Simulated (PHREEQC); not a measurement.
Solution (5 °C): 30 mmol/kgw NaOH, 0.075 mmol/kgw H3BO3 and 6.5 mmol/kgw K3PO4. It is in equilibrium with CO2 at log p = 0 (atm). Otherwise closed; pH follows from the charge balance.

Equilibrium calculation in PHREEQC: ion-association model, phreeqc.dat.

No solid was allowed to form.

Order these P species by the share of P that they hold, largest first: NaHPO4-, H2PO4-, HPO4-2, KHPO4-.

H2PO4- (85 %), HPO4-2 (15 %), NaHPO4- (0.40 %), KHPO4- (0.26 %)

The pH is 6.25 and the ionic strength 0.0499 mol/kgw. At this temperature some constants are extrapolated from 25 °C, and those without enthalpy data are left unchanged.
